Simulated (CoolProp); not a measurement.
The numbers come from the reference Helmholtz-energy equation of state, Zhou 2014 in CoolProp.

Question: For cyclohexane, give the phase and the cp (kJ/(kg K)), speed of sound (m/s), Joule-Thomson coefficient (K/MPa), isothermal compressibility (1/MPa) at 346.5 K and 344 kPa; 346.5 K and 6120 kPa.

Answer: 
- 346.5 K and 344 kPa: liquid; cp 2.09, speed of sound 1030, Joule-Thomson coefficient -0.343, isothermal compressibility 0.00173
- 346.5 K and 6120 kPa: liquid; cp 2.08, speed of sound 1070, Joule-Thomson coefficient -0.362, isothermal compressibility 0.00156
